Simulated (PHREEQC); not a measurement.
Ca(OH)2 is added in steps, without added water, to 1 kg of water holding 0.056 mol/kgw HF, 0.018 mol/kgw NaF and 0.00028 mol/kgw H2SiF6, at 10 °C. Oxygen alone is held at its pressure in air (log pO2 = -0.68). The system is closed to CO2. Solids allowed: Fluorite, Portlandite, SiO2(a). Others were left out.

Base run: PHREEQC, ion-association model, wateq4f.dat. Each further column changes one thing. The table gives Ca in solution (mol/kgw).

```csv
Ca(OH)2 added (mol),base,database phreeqc.dat,Davies equation for every ion,metal-ligand complexes left out,Debye-Hückel limiting law
0,0,0,0,0,0
0.001937,1.24e-7,1.17e-7,1.25e-7,1.15e-7,1.45e-7
0.005812,1.24e-7,1.17e-7,1.25e-7,1.15e-7,1.45e-7
0.00775,1.23e-7,1.16e-7,1.25e-7,1.15e-7,1.45e-7
0.01162,1.23e-7,1.16e-7,1.24e-7,1.15e-7,1.44e-7
0.01356,1.23e-7,1.16e-7,1.24e-7,1.15e-7,1.44e-7
0.01744,1.23e-7,1.16e-7,1.24e-7,1.14e-7,1.44e-7
0.01937,1.23e-7,1.16e-7,1.24e-7,1.14e-7,1.43e-7
0.02325,1.23e-7,1.15e-7,1.24e-7,1.14e-7,1.43e-7
0.02519,1.22e-7,1.15e-7,1.24e-7,1.14e-7,1.43e-7
0.02906,1.21e-7,1.14e-7,1.22e-7,1.12e-7,1.40e-7
0.031,2.21e-7,2.12e-7,2.23e-7,2.09e-7,2.54e-7
```

wateq4f.dat counts part of the HF as a dimer, H2F2, which phreeqc.dat doesn't know; its constant is uncertain. Constants without temperature data keep their 25 °C values here. SiF6-2 is the database's only silicon fluoride. phreeqc.dat and wateq4f.dat share most of their constants, so their agreement is no independent check. Solids allowed in the column 'database phreeqc.dat': Fluorite, SiO2(a).
